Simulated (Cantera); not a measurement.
Input: 1 mol SiCl4, 0.99 mol Cl2, 15 mol H2, equilibrated at 1050 °C and 0.133 bar.

Cantera equilibrium calculation (NASA polynomials, part measured and part estimated; ideal gas, pure solids and liquids). Candidate condensed phases: Si; 19 gas species. The tables' values for SiCl3 are old estimates; treat these amounts as uncertain. Rates play no part.

Base state: H2 0.783, HCl 0.159, SiCl4 0.0278, SiCl2 0.0142, SiCl3 0.00851, SiHCl3 0.00696, SiH2Cl2 0.000250 (mole fractions); condensed: gas only.

### Question
What changes in the equilibrium state with this change: temperature from 1050 °C to 1300 °C?

### Answer
```
species    before    after
-------  --------  -------
H2          0.783    0.734
HCl         0.159    0.210
SiCl2      0.0142   0.0458
SiCl4      0.0278  0.00245
Cl        6.54e-7  2.17e-5
H         3.84e-6  9.54e-5
SiHCl3    0.00696  0.00113
SiH2Cl2  0.000250  8.66e-5
SiCl3     0.00851  0.00653
```

### Question
What changes in the equilibrium state with this change: temperature from 1050 °C to 352 °C?

### Answer
| species | before | after |
|---|---|---|
| H2 | 0.783 | 0.825 |
| HCl | 0.159 | 0.117 |
| SiCl4 | 0.0278 | 0.0588 |
| SiCl2 | 0.0142 | <1e-9 |
| SiCl3 | 0.00851 | <1e-9 |
| SiH2Cl2 | 0.000250 | <1e-9 |
| SiHCl3 | 0.00696 | 2.01e-5 |
